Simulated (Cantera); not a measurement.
What does this Cantera script print?

```python
import numpy as np
import cantera as ct

gas = ct.Solution("gri30.yaml", transport_model="multicomponent")
show = ['NH3', 'N2', 'O']

rows = []
print(f"{'T/K':>7s}{'rho':>11s}{'cp':>10s}{'mu':>11s}{'lambda':>11s}{'Pr':>7s}" + "".join(f"{'D_' + s:>11s}" for s in show))
for T in [400, 600, 800, 1000, 1200, 1400, 1600]:
    gas.TPX = T, 130000, {'NO': 0.79}
    Pr = gas.cp_mass * gas.viscosity / gas.thermal_conductivity
    D = [gas.mix_diff_coeffs_mole[gas.species_index(s)] for s in show]
    rows.append([gas.density, gas.cp_mass, gas.viscosity, gas.thermal_conductivity, Pr, *D])
    print(f"{T:7g}{gas.density:11.4e}{gas.cp_mass:10.1f}{gas.viscosity:11.4e}"
          f"{gas.thermal_conductivity:11.4e}{Pr:7.3f}" + "".join(f"{d:11.4e}" for d in D))
print("SI units: kg/m3, J/kg/K, Pa s, W/m/K, m2/s")
```

Output:

```
    T/K        rho        cp         mu     lambda     Pr      D_NH3       D_N2        D_O
    400 1.1729e+00     998.6 2.3120e-05 3.2481e-02  0.711 2.9416e-05 2.6403e-05 4.1087e-05
    600 7.8193e-01    1040.9 3.0618e-05 4.5000e-02  0.708 6.1772e-05 5.2738e-05 8.1795e-05
    800 5.8644e-01    1092.2 3.7097e-05 5.7257e-02  0.708 1.0273e-04 8.5554e-05 1.3250e-04
   1000 4.6916e-01    1132.7 4.2948e-05 6.8778e-02  0.707 1.5124e-04 1.2420e-04 1.9222e-04
   1200 3.9096e-01    1159.2 4.8363e-05 7.9307e-02  0.707 2.0660e-04 1.6823e-04 2.6026e-04
   1400 3.3511e-01    1181.0 5.3449e-05 8.9329e-02  0.707 2.6832e-04 2.1732e-04 3.3612e-04
   1600 2.9322e-01    1198.6 5.8275e-05 9.8884e-02  0.706 3.3605e-04 2.7120e-04 4.1940e-04
SI units: kg/m3, J/kg/K, Pa s, W/m/K, m2/s
```

Computed with Cantera and GRI-Mech 3.0 (53 species, 325 reactions). The composition is frozen, though it would react at the higher temperatures.
